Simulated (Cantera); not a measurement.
Input: 1 mol Si3N4, 20 mol HCl, 1.4 mol H2, held at 877 °C and 13.0 mbar.

These are equilibrium values from Cantera (NASA tables, ideal gas, pure condensed phases), not measurements of a reactor. Candidate condensed phases: NH4Cl, Si, Si3N4; 28 gas species. The tables' values for SiCl3 are old estimates; treat these amounts as uncertain. Equilibrium is a limit: real reactors are often held back by kinetics, nucleation or transport.

Base state: HCl 0.480, H2 0.313, SiCl4 0.120, N2 0.0828, SiCl3 0.00231, SiHCl3 0.00159, SiCl2 0.000487 (mole fractions); condensed: Si3N4(s).

What changes in the equilibrium state with this change: H2 from 1.4 to 48 mol?


| species | before | after |
|---|---|---|
| H2 | 0.313 | 0.728 |
| HCl | 0.480 | 0.255 |
| SiCl4 | 0.120 | 0.00916 |
| N2 | 0.0828 | 0.00701 |
| SiCl3 | 0.00231 | 0.000507 |
| SiHCl3 | 0.00159 | 0.000532 |
| Si3N4(s), mol | 0.147 | 0.762 |

What changes in the equilibrium state with this change: temperature from 877 °C to 927 °C?


```tsv
species	before	after
HCl	0.480	0.487
H2	0.313	0.308
SiCl4	0.120	0.115
N2	0.0828	0.0821
SiCl2	0.000487	0.00162
SiCl3	0.00231	0.00461
SiHCl3	0.00159	0.00198
Si3N4(s), mol	0.147	0.153
```

What changes in the equilibrium state with this change: H2 from 1.4 to 42 mol?


| species | before | after |
|---|---|---|
| H2 | 0.313 | 0.705 |
| HCl | 0.480 | 0.274 |
| SiCl4 | 0.120 | 0.0114 |
| N2 | 0.0828 | 0.00861 |
| SiCl3 | 0.00231 | 0.000578 |
| SiHCl3 | 0.00159 | 0.000596 |
| SiCl2 | 0.000487 | 0.000320 |
| Si3N4(s), mol | 0.147 | 0.734 |
